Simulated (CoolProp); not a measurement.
Propylene along the isotherm 123.55 °C: fugacity coefficient from the reference equation and from simpler models built on Tc = 91.1 °C, pc = 4.555 MPa, ω = 0.146; each cubic takes its own stable root.

Values from CoolProp's reference Helmholtz-energy equation of state, Lemmon 2013.

```
p (MPa)          phase  reference  van der Waals  Soave-Redlich-Kwong  Peng-Robinson
-------  -------------  ---------  -------------  -------------------  -------------
0.036              gas     0.9979         0.9981               0.9980         0.9977
0.0529             gas     0.9970         0.9972               0.9970         0.9966
0.0776             gas     0.9955         0.9959               0.9956         0.9950
0.114              gas     0.9934         0.9940               0.9935         0.9927
0.167              gas     0.9904         0.9912               0.9905         0.9893
0.245              gas     0.9859         0.9871               0.9861         0.9843
0.36               gas     0.9794         0.9810               0.9796         0.9769
0.529              gas     0.9697         0.9721               0.9702         0.9662
0.776              gas     0.9557         0.9591               0.9564         0.9507
1.14               gas     0.9353         0.9401                  ___         0.9281
1.67               gas        ___            ___               0.9072         0.8958
2.45               gas     0.8633         0.8719               0.8652         0.8495
3.6                gas     0.8017         0.8120               0.8046         0.7838
5.29     supercritical     0.7131         0.7216               0.7178         0.6918
7.76     supercritical     0.5876         0.5895               0.5985         0.5702
11.4     supercritical     0.4643         0.4801               0.4835         0.4545
```

Fill in the missing entries.


- 1.14, Soave-Redlich-Kwong: 0.9362
- 1.67, reference: 0.9059
- 1.67, van der Waals: 0.9124
